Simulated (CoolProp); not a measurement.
Values from CoolProp's reference Helmholtz-energy equation of state, Schroeder 2014.

Give the vapour pressure (MPa), enthalpy of vaporisation (kJ/kg), liquid cp (kJ/(kg K)), vapour Z of saturated ethanol at 350.4, 447.4, 466.7 K.


| T (K) | p (MPa) | enthalpy of vaporisation (kJ/kg) | liquid cp (kJ/(kg K)) | vapour Z |
|---|---|---|---|---|
| 350.4 | 0.0967 | 852 | 2.92 | 0.968 |
| 447.4 | 1.75 | 609 | 4.16 | 0.796 |
| 466.7 | 2.62 | 534 | 4.51 | 0.732 |
